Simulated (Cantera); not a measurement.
Input: 1 mol AlCl₃, 34 mol N₂O, 800 mol N₂, at 973 K and 1.00 Torr.

These are equilibrium values from Cantera (NASA tables, ideal gas, pure condensed phases), not measurements of a reactor. Candidate condensed phases: Al, AlCl₃, AlN, Al₂O₃; 24 gas species. Condensed phases not in the tables: AlOCl. The numbers say what is thermodynamically allowed, not how fast it happens.

Base state: N₂ 0.979, O₂ 0.0191, Cl₂ 0.00162, Cl 0.000283 (mole fractions); condensed: Al₂O₃(s).

**Question.** What changes in the equilibrium state with this change: temperature from 973 K to 1998.15 K?

**Answer.** 
```csv
species,before,after
N₂,0.979,0.975
O₂,0.0191,0.0167
Cl,0.000283,0.00351
O,<1e-9,0.00233
Cl₂,0.00162,3.06e-8
NO,7.74e-6,0.00239
"Al₂O₃(s), mol",0.500,0.499
```
